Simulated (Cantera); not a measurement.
An isothermal, constant-pressure homogeneous reactor starts with 2.63 % H2, 97.4 % O2, at 900 K and 8.25 Torr.

Computed with Cantera and the H2/O2 subset of GRI-Mech 3.0, which has no nitrogen chemistry. Radical loss at walls, strong at low pressure, is not modelled. Below about 950 K walls govern HO2 and H2O2 in real vessels.

x: mole fraction; the columns are a selection and need not sum to one.

```tsv
t (s)	x H2	x O2	x OH	x O	x H2O
9.00e-5	0.0263	0.974	<1e-12	<1e-12	<1e-12
0.000308	0.0263	0.974	<1e-12	1.03e-12	<1e-12
0.00106	0.0263	0.974	5.27e-12	9.91e-12	7.77e-12
0.00362	0.0263	0.974	8.69e-11	2.13e-10	2.92e-10
0.0124	0.0263	0.974	3.13e-7	?	1.19e-6
0.0424	0.000867	0.968	0.000637	?	0.0244
0.145	4.78e-5	0.973	0.000103	?	0.0265
0.498	4.79e-6	0.973	3.00e-5	?	0.0266
1.70	4.70e-7	0.973	9.89e-6	?	0.0266
5.84	3.85e-8	0.973	3.69e-6	?	0.0266
20.0	3.43e-9	0.973	1.57e-6	?	0.0266
```

Problem. Fill in the missing entries.

Solution. 
- 0.0124, x O: 7.85e-7
- 0.0424, x O: 0.00449
- 0.145, x O: 0.000512
- 0.498, x O: 5.11e-5
- 1.70, x O: 5.33e-6
- 5.84, x O: 7.19e-7
- 20.0, x O: 1.31e-7
